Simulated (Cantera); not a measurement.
Input: 1 mol Si, 3 mol HCl, 3.7 mol H2, held at 0.360 bar.

These are equilibrium values from Cantera (NASA tables, ideal gas, pure condensed phases), not measurements of a reactor. Candidate condensed phases: Si; 19 gas species. Rates play no part.

### Question
What share of the Si ends up in condensed phases as a function of T (K), at 525, 600, 675, 750, 825, 900, 975, 1050, 1125, 1200, 1275, 1350?

### Answer
```
T (K)  Si condensed (%)     as
-----  ----------------  -----
525                17.6  Si(s)
600                17.8  Si(s)
675                17.9  Si(s)
750                18.2  Si(s)
825                18.6  Si(s)
900                19.2  Si(s)
975                20.1  Si(s)
1050               21.4  Si(s)
1125               22.8  Si(s)
1200               24.1  Si(s)
1275               24.3  Si(s)
1350               22.7  Si(s)
```
